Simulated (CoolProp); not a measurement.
Model: reference Helmholtz-energy equation of state, Penoncello 2003, in CoolProp.

**Question.** Give the vapour pressure (MPa), enthalpy of vaporisation (kJ/kg), liquid cp (kJ/(kg K)), vapour viscosity (µPa s) of saturated CHF3 (R23) at -52.85 °C.

**Answer.** 
| T (°C) | p (MPa) | enthalpy of vaporisation (kJ/kg) | liquid cp (kJ/(kg K)) | vapour viscosity (µPa s) |
|---|---|---|---|---|
| -52.85 | 0.426 | 213 | 1.31 | 11.1 |

Viscosity comes from a separate model (Shan 2000).
